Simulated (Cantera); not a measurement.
Feed: 1 mol TiO₂, 0.06 mol HCl, held at 0.180 bar.

Equilibrium computed with Cantera from the NASA thermochemical tables; the gas is ideal and each condensed phase is pure. Candidate condensed phases: H₂O, Ti, TiCl₂, TiCl₃, TiCl₄, TiO, TiO₂, Ti₂O₃, Ti₃O₅, Ti₄O₇; 23 gas species. The numbers say what is thermodynamically allowed, not how fast it happens. All values below are at 1225 °C.

Base state: HCl 0.989, H₂O 0.00597, TiCl₄ 0.00293, Cl 0.00124, H₂ 0.000676, Cl₂ 8.37e-5, TiCl₃ 5.74e-5 (mole fractions); condensed: TiO₂(rutile).

### Question
What changes in the equilibrium state with this change: pressure from 0.180 bar to 13.3 mbar?

### Answer
| species | before | after |
|---|---|---|
| HCl | 0.989 | 0.992 |
| Cl | 0.00124 | 0.00307 |
| H₂O | 0.00597 | 0.00259 |
| TiCl₄ | 0.00293 | 0.00117 |
| H₂ | 0.000676 | 0.00151 |
| Cl₂ | 8.37e-5 | 3.77e-5 |
| TiCl₃ | 5.74e-5 | 0.000125 |
| TiO₂(rutile), mol | 1.000 | 1.000 |
